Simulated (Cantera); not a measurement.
An isothermal plug-flow reactor at 1075 K and 0.395 atm (inlet), inlet velocity 2.4 m/s, active area per volume 2100 1/m; feed CH4 : O2 : N2 : H2O = 0.0043 : 0.01 : 0.79 : 0.08 (molar parts), equivalence ratio 0.86.

Detailed kinetics in Cantera: Deutschmann's 1995 Pt surface mechanism with GRI-Mech 3.0 gas chemistry. Catalytic surfaces can have several steady states; this one follows from the mechanism file's or the stated starting coverage. Mass transfer to the wall is taken as infinitely fast.

One state of this run: x CH4 = 0.00398; x O2 = 0.00956; x H2O = 0.0922; x CO2 = 0.000871; x CO = 5.20e-6; θ free Pt = 0.508; θ O* = 0.489; θ OH* = 0.00338. x: gas mole fraction; θ: surface coverage.

Question: Which value of z (m) does it belong to?
(A) 0.00037
(B) 0.0012
(C) 6.6e-05
(D) 3.7e-05

Answer: A, 0.00037
